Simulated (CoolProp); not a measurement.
A Linde-Hampson liquefier for CF4 (R14): isothermal reversible compression at 320 K from 1 atm to 25 MPa, throttling to 1 atm, return gas leaving the recuperator 10 K below the feed. Each further row changes one setting.

Computed with CoolProp (reference Helmholtz-energy equation of state, Platzer 1990). This equation is an older, rougher fit; its heat capacities, sound speeds and derivatives of the liquid may be far off and weren't checked against measurements.

```json
[
 {"case": "as stated", "liquid yield per pass": "…", "compression work (kJ/kg of gas)": "154"},
 {"case": "high pressure 50 MPa", "liquid yield per pass": "…", "compression work (kJ/kg of gas)": "…"},
 {"case": "warm-end temperature 350 K", "liquid yield per pass": "…", "compression work (kJ/kg of gas)": "…"},
 {"case": "warm-end gap 15 K", "liquid yield per pass": "0.206", "compression work (kJ/kg of gas)": "154"}
]
```

Problem. Fill in the missing entries.

Solution. 
- as stated, liquid yield per pass: 0.218
- high pressure 50 MPa, liquid yield per pass: 0.226
- high pressure 50 MPa, compression work (kJ/kg of gas): 178
- warm-end temperature 350 K, liquid yield per pass: 0.163
- warm-end temperature 350 K, compression work (kJ/kg of gas): 173
